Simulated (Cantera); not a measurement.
Equilibrium for silicon carbide growth: (CH₃)₂SiCl₂ + HCl + H₂

Feed: 1 mol (CH₃)₂SiCl₂, 0.037 mol HCl, 130 mol H₂, equilibrated at 1.80 mbar.

These are equilibrium values from Cantera (NASA tables, ideal gas, pure condensed phases), not measurements of a reactor. Candidate condensed phases: C, C₆H₆, C₇H₈, C₈H₁₈, Si, SiC; 109 gas species. The feed counts by its element totals alone. The tables' values for SiCl are old estimates; treat these amounts as uncertain. Kinetics and transport are ignored.

```json
[
 {"T (K)": "1175", "log p H₂": "-2.75", "log p H": "-8.29", "log p HCl": "-4.56", "log p Si": "<-14", "n C(graphite)": "0.996", "n SiC(s)": "1.000"},
 {"T (K)": "1375", "log p H₂": "-2.75", "log p H": "-6.84", "log p HCl": "-4.56", "log p Si": "-11.76", "n C(graphite)": "0.999", "n SiC(s)": "1.000"},
 {"T (K)": "1575", "log p H₂": "-2.75", "log p H": "-5.76", "log p HCl": "-4.56", "log p Si": "-9.26", "n C(graphite)": "0.995", "n SiC(s)": "0.999"},
 {"T (K)": "1775", "log p H₂": "-2.75", "log p H": "-4.92", "log p HCl": "-4.57", "log p Si": "-7.33", "n C(graphite)": "0.968", "n SiC(s)": "0.994"},
 {"T (K)": "1975", "log p H₂": "-2.77", "log p H": "-4.25", "log p HCl": "-4.58", "log p Si": "-5.79", "n C(graphite)": "0.962", "n SiC(s)": "0.857"},
 {"T (K)": "2175", "log p H₂": "-2.81", "log p H": "-3.71", "log p HCl": "-4.63", "log p Si": "-4.96", "n C(graphite)": "1.27", "n SiC(s)": "0"},
 {"T (K)": "2375", "log p H₂": "-2.90", "log p H": "-3.30", "log p HCl": "-4.74", "log p Si": "-5.02", "n C(graphite)": "0.281", "n SiC(s)": "0"},
 {"T (K)": "2575", "log p H₂": "-3.10", "log p H": "-3.01", "log p HCl": "-4.98", "log p Si": "-5.09", "n C(graphite)": "0", "n SiC(s)": "0"}
]
```
log p: log10 of the partial pressure in bar; n: condensed amount in mol.

From 1175 K to 1975 K the condensed part is C(graphite) + SiC(s). From 2175 K to 2375 K the condensed part is C(graphite). At 2575 K nothing is condensed. The main Si-bearing gas is SiCl₂ at 1175 K and Si at 2575 K.
